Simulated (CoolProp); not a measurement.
A Linde-Hampson liquefier for oxygen: isothermal reversible compression at 280 K from 1 atm to 30 MPa, throttling to 1 atm, return gas leaving the recuperator 10 K below the feed. Each further row changes one setting.

Computed with CoolProp (reference Helmholtz-energy equation of state, Schmidt 1985).

```csv
case,liquid yield per pass,compression work (kJ/kg of gas)
as stated,[?],402
high pressure 60 MPa,[?],[?]
warm-end temperature 310 K,[?],[?]
warm-end gap 15 K,0.135,402
```

Question: Fill in the missing entries.

Answer: 
- as stated, liquid yield per pass: 0.145
- high pressure 60 MPa, liquid yield per pass: 0.174
- high pressure 60 MPa, compression work (kJ/kg of gas): 457
- warm-end temperature 310 K, liquid yield per pass: 0.106
- warm-end temperature 310 K, compression work (kJ/kg of gas): 452

Above 300 K oxygen's equation is extrapolated.
